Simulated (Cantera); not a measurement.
## Hydrocarbon pyrolysis for carbon deposition

An isothermal, constant-pressure homogeneous reactor starts with C2H6 : H2 = 1 : 4.5 (molar parts), at 1825 K and 1.00 bar.

Computed with Cantera and GRI-Mech 3.0 (53 species, 325 reactions). GRI-Mech 3.0 stops at C3 and has no aromatics, soot or wall deposition, so with more carbon than oxygen in the feed, carbon stays in small species such as C2H2 where larger ones or solid carbon would form.

```tsv
t (s)	x C2H6	x H2	x CH4	x C2H	x CH2	x CH3	x C2H4
1.00e-6	0.153	0.808	0.0128	5.19e-10	1.20e-5	0.0122	0.00744
1.00e-5	0.00855	0.756	0.148	4.33e-7	1.08e-5	0.00835	0.0567
0.000100	0.000148	0.767	0.151	2.34e-7	5.35e-7	0.00129	0.0243
0.00100	0.000101	0.784	0.129	3.53e-7	4.73e-7	0.00113	0.00248
0.0100	2.11e-5	0.830	0.0564	4.92e-7	2.46e-7	0.000517	0.00202
0.100	2.23e-6	0.857	0.0144	5.86e-7	7.58e-8	0.000139	0.00212
1.00	2.07e-6	0.857	0.0136	5.88e-7	7.18e-8	0.000131	0.00212
10.0	2.07e-6	0.857	0.0136	5.88e-7	7.18e-8	0.000131	0.00212
100	2.07e-6	0.857	0.0136	5.88e-7	7.18e-8	0.000131	0.00212
```
x: mole fraction; the columns are a selection and need not sum to one.

Equilibrium at this temperature and pressure: C2H6 2.07e-6, H2 0.857, CH4 0.0136, C2H 5.88e-7, CH2 7.18e-8, CH3 0.000131, C2H4 0.00212 (gas phase only).
